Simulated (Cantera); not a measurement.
What does this Cantera script print?

```python
import numpy as np
import cantera as ct

gas_names = """
    Cu CuO Cu2 H HNO HNO2 HNO3 HO2 H2 H2O H2O2 N NH NH2 NH3 NH2OH NO NO2 NO3 N2 N2H2 N2H4 N2O O OH O2 O3
""".split()
cond_names = """
    Cu(cr) Cu(L) CuO(s) CuO2H2(s) Cu2O(s) Cu2O(L) H2O(s) H2O(L)
""".split()


def load(file, names, dense=False):
    # The tables refer to 1 bar. Condensed volumes are neglected.
    table = {s.name: s for s in ct.Species.list_from_file(file)}
    out = []
    for n in names:
        d = dict(table[n].input_data)
        d["thermo"] = dict(d["thermo"], **{"reference-pressure": 1e5})
        if dense:
            d["equation-of-state"] = {"model": "constant-volume", "density": "1e6 g/cm^3"}
        out.append(ct.Species.from_dict(d))
    return out


gas = ct.Solution(thermo="ideal-gas", species=load("nasa_gas.yaml", gas_names))
cond = {s.name: ct.Solution(thermo="fixed-stoichiometry", species=[s], name=s.name)
        for s in load("nasa_condensed.yaml", cond_names, dense=True)}
atoms = {
    'CuO': {'Cu': 1, 'O': 1},
    'H2': {'H': 2},
    'N2': {'N': 2},
}
top_T = {'CuO(s)': 1390}  # K; cautious upper limits of use, not melting points


def equilibrate(T, P, feed):
    n = {}
    for name, mol in feed.items():
        for a, k in atoms[name].items():
            n[a] = n.get(a, 0.0) + k * mol
    gas.TPX = T, P, n
    mass = sum(n.values()) * gas.mean_molecular_weight
    gas.equilibrate("TP")
    valid = [c for c in cond.values() if c.min_temp <= T <= top_T.get(c.name, c.max_temp)]
    mix = ct.Mixture([(gas, mass / gas.mean_molecular_weight)] + [(c, 0.0) for c in valid])
    mix.T, mix.P = T, P
    mix.equilibrate("TP", solver="vcs", rtol=1e-11, max_steps=5000)
    return mix


results = []
feed = {'CuO': 1, 'H2': 3.5, 'N2': 4.7}  # mol
P = 101325  # Pa
for T in [1050, 1100, 1150, 1200, 1250, 1300, 1350, 1400, 1450, 1500, 1550, 1600, 1650, 1700]:
    mix = equilibrate(T, P, feed)
    results.append((T, P, feed, dict(zip(mix.species_names, mix.species_moles))))

top = {s: max(r[3][s] / sum(r[3][g] for g in gas_names) for r in results) for s in gas_names}
cols = sorted((s for s in top if top[s] > 1e-06), key=lambda s: -top[s])[:5]
seen = [c for c in cond_names if any(r[3].get(c, 0) > 1e-12 for r in results)]
print("log10 of partial pressures in bar; condensed amounts in mol")
print(f"{'T/K':>10s}" + "".join(f"{s[:9]:>10s}" for s in cols + seen))
for T, P, feed, n in results:
    ng = sum(n[g] for g in gas_names)
    print(f"{T:10.4g}" + "".join(f"{np.log10(max(n[s] / ng * P / 1e5, 1e-99)):10.3f}" for s in cols)
          + "".join(f"{n.get(c, 0):10.4g}" for c in seen))
```

It prints:

```
log10 of partial pressures in bar; condensed amounts in mol
       T/K        N2        H2       H2O        Cu         H    Cu(cr)     Cu(L)
      1050    -0.236    -0.510    -0.908    -9.978    -8.346         1         0
      1100    -0.236    -0.510    -0.908    -9.225    -7.843         1         0
      1150    -0.236    -0.510    -0.908    -8.539    -7.382         1         0
      1200    -0.236    -0.510    -0.908    -7.911    -6.960         1         0
      1250    -0.236    -0.510    -0.908    -7.334    -6.571         1         0
      1300    -0.236    -0.510    -0.908    -6.802    -6.211         1         0
      1350    -0.236    -0.510    -0.908    -6.310    -5.878         1         0
      1400    -0.236    -0.510    -0.908    -5.870    -5.568         0         1
      1450    -0.236    -0.510    -0.908    -5.464    -5.279         0         1
      1500    -0.236    -0.510    -0.908    -5.085    -5.010         0    0.9999
      1550    -0.236    -0.510    -0.908    -4.731    -4.757         0    0.9998
      1600    -0.236    -0.510    -0.908    -4.401    -4.520         0    0.9997
      1650    -0.236    -0.510    -0.908    -4.090    -4.297         0    0.9993
      1700    -0.236    -0.510    -0.908    -3.799    -4.087         0    0.9987
```

Cantera equilibrium calculation (NASA polynomials, part measured and part estimated; ideal gas, pure solids and liquids).
